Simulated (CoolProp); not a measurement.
Model: reference Helmholtz-energy equation of state, Lemmon 2005, in CoolProp. It is a short technical equation, of lower accuracy than the large ones.

Give the vapour pressure (MPa), vapour density (kg/m³), surface tension (mN/m) of saturated cis-2-butene at 24.05, 40.35 °C.


```csv
T (°C),p (MPa),vapour density (kg/m³),surface tension (mN/m)
24.05,0.207,5.04,14.2
40.35,0.341,8.09,12.1
```

Surface tension comes from a separate correlation (Mulero 2014).
